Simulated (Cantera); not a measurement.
A Cantera script and its output.

```python
import numpy as np
import cantera as ct

gas = ct.Solution("h2o2.yaml")
gas.TPX = 1050, 73000, {'H2': 1.9, 'O2': 1, 'N2': 13}
inlet = ct.Reservoir(gas, clone=True)

reactor = ct.IdealGasConstPressureReactor(gas, energy="off", clone=False)
exhaust = ct.Reservoir(gas, clone=True)
tau = [19, 5.9, 1.8, 0.57, 0.18, 0.054, 0.017, 0.0052, 0.0016, 0.0005][0]
for a, b in ((inlet, reactor), (reactor, exhaust)):
    ct.MassFlowController(a, b, mdot=lambda t: reactor.mass / tau)
net = ct.ReactorNet([reactor])
show = ['H2', 'O2', 'O', 'HO2', 'H2O']

rows = []
print(f"{'tau/s':>10s}{'T/K':>9s}" + "".join(f"{s:>11s}" for s in show))
for tau in [19, 5.9, 1.8, 0.57, 0.18, 0.054, 0.017, 0.0052, 0.0016, 0.0005]:
    net.initial_time = 0.0
    net.advance(30 * tau)
    before = gas.X
    net.advance(40 * tau)
    drift = np.max(np.abs(gas.X - before) / (gas.X + 1e-9))
    rows.append([gas.T, *gas[show].X, drift])
    print(f"{tau:10.3e}{gas.T:9.1f}" + "".join(f"{x:11.3e}" for x in gas[show].X))
```

It prints:

```
     tau/s      T/K         H2         O2          O        HO2        H2O
 1.900e+01   1050.0  1.751e-04  3.429e-03  4.836e-07  1.631e-06  1.269e-01
 5.900e+00   1050.0  2.908e-04  3.485e-03  1.398e-06  2.080e-06  1.268e-01
 1.800e+00   1050.0  5.249e-04  3.600e-03  3.781e-06  2.595e-06  1.265e-01
 5.700e-01   1050.0  9.741e-04  3.823e-03  9.158e-06  3.132e-06  1.260e-01
 1.800e-01   1050.0  1.834e-03  4.257e-03  2.074e-05  3.769e-06  1.250e-01
 5.400e-02   1050.0  3.499e-03  5.108e-03  4.573e-05  4.709e-06  1.232e-01
 1.700e-02   1050.0  6.325e-03  6.575e-03  9.284e-05  6.128e-06  1.199e-01
 5.200e-03   1050.0  1.128e-02  9.178e-03  1.835e-04  8.451e-06  1.141e-01
 1.600e-03   1050.0  1.953e-02  1.355e-02  3.454e-04  1.201e-05  1.044e-01
 5.000e-04   1050.0  3.269e-02  2.057e-02  6.083e-04  1.689e-05  8.875e-02
```

Detailed kinetics in Cantera: the H2/O2 subset of GRI-Mech 3.0, which has no nitrogen chemistry. The temperature is held fixed by assumption; the heat of reaction is taken as removed at once.
